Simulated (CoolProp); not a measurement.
Vapour pressure (kPa) of the fluoroketone C6F12O (FK-5-1-12): the reference equation beside estimates from Tc = 441.8 K, pc = 1869 kPa, ω = 0.471. Clausius-Clapeyron is anchored at 295.8 K with a constant enthalpy of vaporisation of 30.18 kJ/mol.

The numbers come from the reference Helmholtz-energy equation of state, McLinden 2015 in CoolProp.

| T (K) | reference | Lee-Kesler | Clausius-Clapeyron | van der Waals | Redlich-Kwong | Soave-Redlich-Kwong |
|---|---|---|---|---|---|---|
| 261.1 | 6.373 | 6.401 | 7.158 | 148.7 | 32.58 | 6.443 |
| 272.7 | 12.17 | 12.18 | 12.93 | [?] | 51.21 | 12.23 |
| 284.3 | 21.75 | 21.74 | 22.26 | 240.4 | 76.95 | [?] |
| 295.8 | 36.56 | 36.54 | 36.56 | 297.4 | 110.9 | 36.54 |
| 307.4 | 58.78 | 58.78 | 58.09 | 363.2 | 155.3 | 58.74 |
| 319 | 90.54 | 90.59 | 89.25 | 438.0 | 211.1 | 90.58 |
| 330.6 | 134.4 | 134.5 | 133.0 | 522.1 | 280.1 | 134.7 |
| 342.1 | 192.6 | [?] | 192.4 | 615.1 | [?] | 193.5 |
| 353.7 | 269.2 | 269.3 | 272.5 | 718.9 | 462.0 | 271.1 |
| 365.3 | 367.1 | 367.1 | 377.5 | 833.1 | 578.5 | 370.7 |
| 376.9 | 490.0 | [?] | 512.5 | 958.1 | 713.6 | 496.0 |

**Question.** Fill in the missing entries.

**Answer.** 
- 272.7, van der Waals: 190.8
- 284.3, Soave-Redlich-Kwong: 21.77
- 342.1, Lee-Kesler: 192.8
- 342.1, Redlich-Kwong: 362.8
- 376.9, Lee-Kesler: 489.6

Absolute difference from the reference over all 11 rows, mean and median: Lee-Kesler 0.1 and 0.1 %, Clausius-Clapeyron 3.0 and 1.4 %, van der Waals 656.3 and 383.8 %, Redlich-Kwong 168.9 and 133.2 %, Soave-Redlich-Kwong 0.5 and 0.5 %.
